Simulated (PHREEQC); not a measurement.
A solution holds 2.3 mmol/kgw CdCl2 and 16 mmol/kgw CaCl2, at 27 °C. Closed to the air; pH follows from the charge balance.

Computed with PHREEQC (ion-association model, wateq4f.dat).

```json
[
 {"quantity": "pH", "before": "6.18", "after": "3.50"},
 {"quantity": "ionic strength (mol/kgw)", "before": "0.0519", "after": "0.0523"},
 {"quantity": "Cl- (mol/kgw)", "before": "0.0350", "after": "0.0350"},
 {"quantity": "SI of Portlandite (Ca(OH)2)", "before": "-12.42", "after": "-17.77"}
]
```

Name the change that produced these shifts.
A. CdCl2 left out
B. CaCl2 from 0.016 to 0.0144 mol/kgw
C. 0.00037 mol/kgw HNO3 added
D. CdCl2 from 0.0023 to 0.023 mol/kgw
E. CdCl2 from 0.0023 to 0.00023 mol/kgw

C, 0.00037 mol/kgw HNO3 added

No solid was allowed to form.
